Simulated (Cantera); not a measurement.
Source: NASA polynomial tables (part measured, part estimated), evaluated in Cantera. Values are per mole of reaction as written; species without (g) are pure solids or liquids, kept so even where they would boil at 1 bar. NbO: taken at fixed stoichiometry.

Question: Between 2375 and 2775 K, where is each reaction favourable under standard conditions?
- O3(g) + 2 NbO ⇌ Nb2O5

Answer: 
- O3(g) + 2 NbO ⇌ Nb2O5: ΔG° is -808 kJ at 2375 K and -740 kJ at 2775 K; it stays negative (K > 1). ΔH° is -1205 kJ and ΔS° -168 J/K at 2775 K.
